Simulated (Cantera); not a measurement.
An adiabatic, constant-volume homogeneous reactor starts with CO : H2 : O2 : N2 = 1 : 0.12 : 0.596 : 2.24 (molar parts), equivalence ratio 0.94, at 1325 K and 2.50 bar. Integrator tolerance rtol = 1e-08.

Cantera simulation using GRI-Mech 3.0 (53 species, 325 reactions); the numbers are that mechanism's predictions, not measurements. The hydrogen kinetics of GRI-Mech 3.0 are dated; newer H2 mechanisms differ, most at raised pressure.

Question: What does this change do: constant pressure in place of constant volume?

Answer: 
```json
[
 {"quantity": "time of steepest temperature rise", "before": "23.1 µs", "after": "23.2 µs"},
 {"quantity": "temperature at 0.300 s", "before": "2920 K", "after": "2763 K"},
 {"quantity": "equilibrium temperature", "before": "2920 K", "after": "2763 K"},
 {"quantity": "x(CO) at 0.300 s", "before": "0.0958 (gas-phase equilibrium 0.0958)", "after": "0.0816 (gas-phase equilibrium 0.0816)"},
 {"quantity": "x(H2) at 0.300 s", "before": "0.00184 (gas-phase equilibrium 0.00184)", "after": "0.00161 (gas-phase equilibrium 0.00161)"},
 {"quantity": "x(O2) at 0.300 s", "before": "0.0441 (gas-phase equilibrium 0.0441)", "after": "0.0403 (gas-phase equilibrium 0.0403)"},
 {"quantity": "x(OH) at 0.300 s", "before": "0.0101 (gas-phase equilibrium 0.0101)", "after": "0.00832 (gas-phase equilibrium 0.00832)"},
 {"quantity": "x(HO2) at 0.300 s", "before": "8.50e-6 (gas-phase equilibrium 8.50e-6)", "after": "5.02e-6 (gas-phase equilibrium 5.02e-6)"},
 {"quantity": "x(NO) at 0.300 s", "before": "0.0175 (gas-phase equilibrium 0.0175)", "after": "0.0136 (gas-phase equilibrium 0.0136)"}
]
```
